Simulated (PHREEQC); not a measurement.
A made-up water analysis in mg/L, 25 °C, pH 2.79, pe 8.7: Na 81.6; K 4.1; Ca 482; Mg 244; Cl 590; S(6) as SO4 2060; Cd 115; Al 74.6; Cu(2) 1.05; N(5) as NO3 0.874.

Na is adjusted to close the charge balance.
Valence states are taken as typed.

Model: ion-association model, phreeqc.dat, run in PHREEQC.

This is a speciation only: nothing precipitates in the calculation.

**Question.** Order these Al species by the share of Al that they hold, largest first: AlSO4+, Al+3, Al(SO4)2-.

**Answer.** AlSO4+ (71 %), Al+3 (18 %), Al(SO4)2- (11 %)

**Question.** Order these Cu species by the share of Cu that they hold, largest first: Cu+2, CuCl+, CuSO4.

**Answer.** Cu+2 (70 %), CuSO4 (29 %), CuCl+ (1.4 %)

The pH is 2.79 and the ionic strength 0.0690 mol/kgw. Species that the database lacks are ignored.
